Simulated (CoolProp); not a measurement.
CH3F (R41) along the isotherm 84.95 °C: density (kg/m³) from the reference equation and from simpler models built on Tc = 44.1 °C, pc = 5906 kPa, ω = 0.200; each cubic takes its own stable root.

Model: reference Helmholtz-energy equation of state, Lemmon 2006, in CoolProp. It is a short technical equation, of lower accuracy than the large ones.

```csv
p (kPa),phase,reference,van der Waals,Redlich-Kwong,Soave-Redlich-Kwong,Peng-Robinson
187,gas,2.156,2.153,2.154,2.153,2.155
315,gas,3.652,3.644,3.647,3.645,3.651
532,gas,6.230,6.206,6.216,6.209,6.228
898,gas,10.70,10.63,10.66,10.64,10.69
1510,gas,18.54,18.34,18.42,18.35,18.52
2560,gas,33.21,32.64,32.86,32.62,33.12
4310,gas,62.06,60.59,61.00,60.02,61.66
7280,supercritical,131.8,132.6,128.8,122.7,128.5
12300,supercritical,347.4,290.0,298.4,273.6,293.4
20700,supercritical,512.4,357.1,413.7,397.7,435.0
35000,supercritical,605.8,404.6,495.5,485.0,534.8
59100,supercritical,683.3,444.9,565.9,559.0,618.1
```
